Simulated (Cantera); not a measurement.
What does this Cantera script print?

```python
import numpy as np
import cantera as ct

gas_names = """
    B BH BH2 BH3 BN B2 H H2 N NH NH2 NH3 N2 N2H2 N2H4
""".split()
cond_names = """
    B(b) B(L) BN(s)
""".split()


# ... load() reads the species with a 1 bar reference pressure and builds the phases ...
atoms = {
    'B': {'B': 1},
    'H2': {'H': 2},
    'N2': {'N': 2},
}
top_T = {'BN(s)': 3200}  # K; cautious upper limits of use, not melting points


# ... equilibrate(T, P, feed) seeds the gas with the atoms and calls Mixture.equilibrate('TP', solver="vcs", rtol=1e-11, max_steps=5000) ...
results = []
feed = {'B': 1, 'H2': 66, 'N2': 36}  # mol
P = 90  # Pa
for T in [1248, 1398, 1548, 1698, 1848, 1998, 2148]:
    mix = equilibrate(T, P, feed)
    results.append((T, P, feed, dict(zip(mix.species_names, mix.species_moles))))
    x = sorted(zip(gas.X, gas.species_names), reverse=True)
    print(f"T = {T:g} K  P = {P:g} Pa  gas = {mix.phase_moles(0):.4g} mol")
    print("   x: " + "  ".join(f"{s} {v:.3e}" for v, s in x if v > 0.001))
    print("   condensed (mol): " + ("  ".join(f"{mix.phase(i).name} {mix.phase_moles(i):.4g}"
          for i in range(1, mix.n_phases) if mix.phase_moles(i) > 1e-12) or "none"))
```

Output:

```
T = 1248 K  P = 90 Pa  gas = 101.5 mol
   x: H2 6.502e-01  N2 3.498e-01
   condensed (mol): BN(s) 1
T = 1398 K  P = 90 Pa  gas = 101.5 mol
   x: H2 6.501e-01  N2 3.497e-01
   condensed (mol): BN(s) 1
T = 1548 K  P = 90 Pa  gas = 101.5 mol
   x: H2 6.496e-01  N2 3.496e-01
   condensed (mol): BN(s) 1
T = 1698 K  P = 90 Pa  gas = 101.7 mol
   x: H2 6.470e-01  N2 3.491e-01  H 3.877e-03
   condensed (mol): BN(s) 0.9998
T = 1848 K  P = 90 Pa  gas = 102.2 mol
   x: H2 6.386e-01  N2 3.473e-01  H 1.412e-02
   condensed (mol): BN(s) 0.9977
T = 1998 K  P = 90 Pa  gas = 103.7 mol
   x: H2 6.153e-01  N2 3.425e-01  H 4.194e-02
   condensed (mol): BN(s) 0.9723
T = 2148 K  P = 90 Pa  gas = 107.8 mol
   x: H2 5.599e-01  N2 3.341e-01  H 1.040e-01  B 1.464e-03
   condensed (mol): B(b) 0.773
```

Method: chemical equilibrium by Gibbs-energy minimisation in Cantera with the NASA 1993 tables (ideal gas, pure condensed phases). N2 is the only nitrogen source here; it is nearly inert below about 1500 K, so the nitride shown seldom forms there in practice. The tables' values for BH2 are old estimates; treat these amounts as uncertain.
